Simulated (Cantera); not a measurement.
An isothermal, constant-pressure homogeneous reactor starts with 4.97 % H2, 14.6 % O2, 80.4 % N2, at 875 K and 82.5 Torr.

Model: GRI-Mech 3.0 (53 species, 325 reactions), integrated in Cantera. Radical loss at walls, strong at low pressure, is not modelled. Below about 950 K walls govern HO2 and H2O2 in real vessels. The temperature is held fixed by assumption; the heat of reaction is taken as removed at once.

x: mole fraction; the columns are a selection and need not sum to one.

```
t (s)         x H2   x O2     x NO2     x HO2      x OH
--------  --------  -----  --------  --------  --------
2.00e-5     0.0497  0.146    <1e-12    <1e-12    <1e-12
7.52e-5     0.0497  0.146    <1e-12    <1e-12    <1e-12
0.000283    0.0497  0.146    <1e-12  4.16e-12    <1e-12
0.00106     0.0497  0.146    <1e-12  4.07e-11  4.28e-12
0.00399     0.0497  0.146    <1e-12   1.15e-7   1.50e-8
0.0150     0.00365  0.126  1.86e-10   1.25e-5   7.85e-5
0.0565    0.000907  0.125   2.16e-9   6.14e-6   1.14e-5
0.212          [?]  0.125       [?]       [?]       [?]
0.798          [?]  0.124       [?]       [?]       [?]
3.00       8.83e-6  0.124   2.52e-8   1.73e-7   5.45e-7
```

Q: Complete the blanks.

A: 
- 0.212, x H2: 0.000280
- 0.212, x NO2: 7.94e-9
- 0.212, x HO2: 2.77e-6
- 0.212, x OH: 3.20e-6
- 0.798, x H2: 7.06e-5
- 0.798, x NO2: 1.78e-8
- 0.798, x HO2: 9.96e-7
- 0.798, x OH: 1.17e-6
